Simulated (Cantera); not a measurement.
An isothermal, constant-pressure homogeneous reactor starts with H2 : O2 : N2 = 0.52 : 1 : 6.5 (molar parts), equivalence ratio 0.26, at 850 K and 173 Torr.

Computed with Cantera and the H2/O2 subset of GRI-Mech 3.0, which has no nitrogen chemistry. Below about 950 K walls govern HO2 and H2O2 in real vessels. The temperature is held fixed by assumption; the heat of reaction is taken as removed at once.

x: mole fraction; the columns are a selection and need not sum to one.

```json
[
 {"t (s)": "1.00e-5", "x H2": "0.0648", "x O2": "0.125", "x H2O": "<1e-12", "x HO2": "<1e-12", "x O": "<1e-12", "x OH": "<1e-12"},
 {"t (s)": "2.85e-5", "x H2": "0.0648", "x O2": "0.125", "x H2O": "<1e-12", "x HO2": "<1e-12", "x O": "<1e-12", "x OH": "<1e-12"},
 {"t (s)": "8.11e-5", "x H2": "0.0648", "x O2": "0.125", "x H2O": "<1e-12", "x HO2": "1.11e-12", "x O": "<1e-12", "x OH": "<1e-12"},
 {"t (s)": "0.000231", "x H2": "0.0648", "x O2": "0.125", "x H2O": "1.65e-12", "x HO2": "4.28e-12", "x O": "<1e-12", "x OH": "<1e-12"},
 {"t (s)": "0.000658", "x H2": "0.0648", "x O2": "0.125", "x H2O": "1.69e-11", "x HO2": "2.28e-11", "x O": "1.72e-12", "x OH": "<1e-12"},
 {"t (s)": "0.00187", "x H2": "0.0648", "x O2": "0.125", "x H2O": "2.37e-10", "x HO2": "2.27e-10", "x O": "1.09e-11", "x OH": "2.32e-12"},
 {"t (s)": "0.00534", "x H2": "0.0648", "x O2": "0.125", "x H2O": "1.49e-8", "x HO2": "1.28e-8", "x O": "4.77e-10", "x OH": "1.00e-10"},
 {"t (s)": "0.0152", "x H2": "0.0440", "x O2": "0.115", "x H2O": "0.0209", "x HO2": "2.96e-5", "x O": "0.000237", "x OH": "[?]"},
 {"t (s)": "0.0433", "x H2": "0.0172", "x O2": "0.103", "x H2O": "0.0492", "x HO2": "1.64e-5", "x O": "7.31e-8", "x OH": "[?]"},
 {"t (s)": "0.123", "x H2": "0.0172", "x O2": "0.103", "x H2O": "0.0492", "x HO2": "7.02e-6", "x O": "2.49e-8", "x OH": "[?]"},
 {"t (s)": "0.351", "x H2": "0.0170", "x O2": "0.103", "x H2O": "0.0493", "x HO2": "8.46e-6", "x O": "3.73e-8", "x OH": "[?]"},
 {"t (s)": "1.00", "x H2": "0.0163", "x O2": "0.103", "x H2O": "0.0500", "x HO2": "1.13e-5", "x O": "6.97e-8", "x OH": "[?]"}
]
```

Q: Complete the blanks.

A: 
- 0.0152, x OH: 0.000144
- 0.0433, x OH: 3.26e-8
- 0.123, x OH: 8.85e-9
- 0.351, x OH: 1.43e-8
- 1.00, x OH: 3.19e-8
